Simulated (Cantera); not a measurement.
Mixture: CH4 : H2 : O2 : N2 : H2O = 1 : 0.2 : 2.26 : 8.49 : 2.5 (molar parts), equivalence ratio 0.93, at 1200000 Pa, adiabatic and at constant pressure. Ignition delay is the time to a rise of 400 K.

Computed with Cantera and GRI-Mech 3.0 (53 species, 325 reactions). The pressure lies above the range GRI-Mech 3.0 was tuned for (to about 10 atm).

**Question.** Predict: delay at 1225 K; delay at 1325 K; delay at 1425 K; delay at 1525 K; apparent activation energy between 1475 and 1575 K.

**Answer.** 
```
Quantity                                                Result
--------------------------------------------------  ----------
delay at 1225 K                                       0.707 ms
delay at 1325 K                                       0.297 ms
delay at 1425 K                                       0.142 ms
delay at 1525 K                                        70.7 µs
apparent activation energy between 1475 and 1575 K  130 kJ/mol
```
